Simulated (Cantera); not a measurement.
Charge: 1 mol Cu₂O, 9.7 mol CO, 0.4 mol H₂, at 1525 °C and 1.33 mbar.

These are equilibrium values from Cantera (NASA tables, ideal gas, pure condensed phases), not measurements of a reactor. Candidate condensed phases: C, C₆H₆, C₇H₈, C₈H₁₈, Cu, CuO, Cu(OH)₂, Cu₂O, H₂O; 113 gas species. Equilibrium is a limit: real reactors are often held back by kinetics, nucleation or transport.

Base state: CO 0.728, Cu 0.165, CO₂ 0.0736, H₂ 0.0233, H₂O 0.00898, H 0.00147, Cu₂ 0.000130, OH 3.74e-5 (mole fractions); condensed: gas only.

**Question.** What changes in the equilibrium state with this change: pressure from 1.33 mbar to 1 atm?

**Answer.** 
| species | before | after |
|---|---|---|
| CO | 0.728 | 0.872 |
| CO₂ | 0.0736 | 0.0880 |
| H₂ | 0.0233 | 0.0286 |
| Cu | 0.165 | 0.000523 |
| H₂O | 0.00898 | 0.0110 |
| Cu₂ | 0.000130 | 9.95e-7 |
| OH | 3.74e-5 | 1.50e-6 |
| Cu(l), mol | 0 | 1.99 |
